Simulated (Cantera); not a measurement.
A perfectly stirred reactor is fed with 43.5 % C₃H₈, 56.5 % H₂, at 160000 Pa; it is held at 1948 K, and followed from long to short residence time.

Cantera simulation using GRI-Mech 3.0 (53 species, 325 reactions); the numbers are that mechanism's predictions, not measurements. GRI-Mech 3.0 was tuned for natural gas; its chemistry of propane as a main component is partial and can be far from experiment. GRI-Mech 3.0 stops at C3 and has no aromatics, soot or wall deposition, so with more carbon than oxygen in the feed, carbon stays in small species such as C2H2 where larger ones or solid carbon would form.

Task: Predict: x(C₃H₈) at τ = 16.0 s; x(H₂) at τ = 16.0 s; x(CH₄) at τ = 16.0 s; x(CH₂) at τ = 16.0 s; x(C₂H₂) at τ = 16.0 s; x(C₃H₈) at τ = 91.0 ms; x(H₂) at τ = 91.0 ms; x(CH₄) at τ = 91.0 ms; x(CH₂) at τ = 91.0 ms; x(C₂H₂) at τ = 91.0 ms.

Result: 
```json
{
 "x(C₃H₈) at τ = 16.0 s": "2.02e-8",
 "x(H₂) at τ = 16.0 s": "0.707",
 "x(CH₄) at τ = 16.0 s": "0.0106",
 "x(CH₂) at τ = 16.0 s": "3.02e-7",
 "x(C₂H₂) at τ = 16.0 s": "0.278",
 "x(C₃H₈) at τ = 91.0 ms": "3.39e-6",
 "x(H₂) at τ = 91.0 ms": "0.700",
 "x(CH₄) at τ = 91.0 ms": "0.0195",
 "x(CH₂) at τ = 91.0 ms": "5.45e-7",
 "x(C₂H₂) at τ = 91.0 ms": "0.276"
}
```
